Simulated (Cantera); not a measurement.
Charge: 1 mol CHF3, 0.011 mol CH4, at 0.0590 bar.

These are equilibrium values from Cantera (NASA tables, ideal gas, pure condensed phases), not measurements of a reactor. Candidate condensed phases: C, C6H6, C7H8, C8H18; 95 gas species. Gases not in the tables: C2F6 and larger saturated fluorocarbons. The numbers say what is thermodynamically allowed, not how fast it happens.

Q: At 1773 K, list the 5 most abundant gas species with their mole fractions, and the condensed phases.

A: HF 0.680, CF4 0.316, CF2 0.00307, F 0.000617, CF3 0.000439. Condensed: C(graphite).
